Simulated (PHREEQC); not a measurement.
Make-up at 20 °C: 0.21 mol KH2PO4 and 0.012 mol Na2SO4 per kg of water. Closed to the air; pH follows from the charge balance.

Computed with PHREEQC (ion-association model, phreeqc.dat).

```
quantity                    before     after
------------------------  --------  --------
pH                            4.38      4.54
ionic strength (mol/kgw)     0.240    0.0750
SO4-2 (mol/kgw)            0.00869    0.0104
NaSO4- (mol/kgw)          0.000277  0.000486
HSO4- (mol/kgw)            1.16e-5   1.34e-5
```

Question: Name the change that produced these shifts.
A) diluted 5-fold with water
B) KH2PO4 from 0.21 to 0.042 mol/kgw
C) Na2SO4 from 0.012 to 0.0012 mol/kgw
D) KH2PO4 left out

Answer: B, KH2PO4 from 0.21 to 0.042 mol/kgw

No solid was allowed to form.
